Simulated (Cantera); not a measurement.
SiH₄ + O₃ + N₂ (silicon oxide and oxynitride deposition)

Feed: 1 mol SiH₄, a varied amount of O₃, 3.2 mol N₂, at 1800 K and 2.80 mbar.

Cantera equilibrium calculation (NASA polynomials, part measured and part estimated; ideal gas, pure solids and liquids). Candidate condensed phases: H₂O, Si, SiO₂, Si₂N₂O, Si₃N₄; 35 gas species. The tables hold silica as quartz up to 1696 K and as liquid above; real silica turns to tridymite and cristobalite and melts near 1996 K. The numbers say what is thermodynamically allowed, not how fast it happens.

| n(O₃) (mol) | x O₂ | x N₂ | x H₂O | x H₂ | x OH | x NO | n SiO₂(condensed) |
|---|---|---|---|---|---|---|---|
| 0.78 | 5.00e-8 | 0.612 | 0.0685 | 0.312 | 5.48e-5 | 1.79e-6 | 0.981 |
| 1 | 1.07e-6 | 0.614 | 0.192 | 0.190 | 0.000197 | 8.26e-6 | 0.996 |
| 1.3 | 0.000337 | 0.614 | 0.363 | 0.0201 | 0.00114 | 0.000147 | 1.000 |
| 1.6 | 0.0696 | 0.569 | 0.353 | 0.00136 | 0.00427 | 0.00203 | 1.000 |
| 2.1 | 0.178 | 0.501 | 0.311 | 0.000750 | 0.00507 | 0.00305 | 1.000 |
| 2.7 | 0.279 | 0.439 | 0.272 | 0.000524 | 0.00531 | 0.00357 | 1.000 |
| 3.5 | 0.380 | 0.376 | 0.233 | 0.000385 | 0.00531 | 0.00386 | 1.000 |
| 4.4 | 0.464 | 0.324 | 0.201 | 0.000300 | 0.00518 | 0.00396 | 1.000 |
| 5.7 | 0.552 | 0.270 | 0.167 | 0.000229 | 0.00493 | 0.00394 | 1.000 |
| 7.3 | 0.627 | 0.224 | 0.138 | 0.000178 | 0.00464 | 0.00383 | 1.000 |
| 9.4 | 0.694 | 0.183 | 0.113 | 0.000138 | 0.00430 | 0.00364 | 1.000 |
x: gas mole fraction; n: condensed amount in mol.

From 0.78 mol O₃ to 9.4 mol O₃ the condensed part is SiO₂(condensed).
